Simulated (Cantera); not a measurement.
Mixture: 6.76 % CH4, 19.6 % O2, 73.6 % N2, equivalence ratio 0.69, at 1000000 Pa, adiabatic and at constant volume. Ignition delay is the time to a rise of 400 K.

Computed with Cantera and GRI-Mech 3.0 (53 species, 325 reactions).

Task: At T0 = 1175 K, what is the delay, and which 5 reactions control it most (d ln τ / d ln k, from doubling and halving each rate constant)?

Result: The delay is 5.28 ms.
| reaction | d ln τ / d ln k | faster rate |
|---|---|---|
| 2 CH3 (+M) <=> C2H6 (+M) | 0.57 | lengthens it |
| CH3 + HO2 <=> CH3O + OH | -0.47 | shortens it |
| CH2O + O2 <=> HCO + HO2 | -0.34 | shortens it |
| CH3 + O2 <=> CH3O + O | -0.32 | shortens it |
| CH3 + O2 <=> CH2O + OH | -0.30 | shortens it |
